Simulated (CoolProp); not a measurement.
C2F6 (R116) at 298.15 K and 1.83 MPa is throttled through a valve to 0.505 MPa with no heat exchange. Each further row changes one setting.

The numbers come from the reference Helmholtz-energy equation of state, Lemmon 2006 in CoolProp. It is a short technical equation, of lower accuracy than the large ones.

```json
[
 {"case": "as stated", "temperature change (K)": "-14.1", "final density (kg/m³)": "31.5"},
 {"case": "outlet pressure 0.151 MPa", "temperature change (K)": "-17.6", "final density (kg/m³)": "9.11"},
 {"case": "outlet pressure 0.657 MPa", "temperature change (K)": "-12.5", "final density (kg/m³)": "41.7"}
]
```
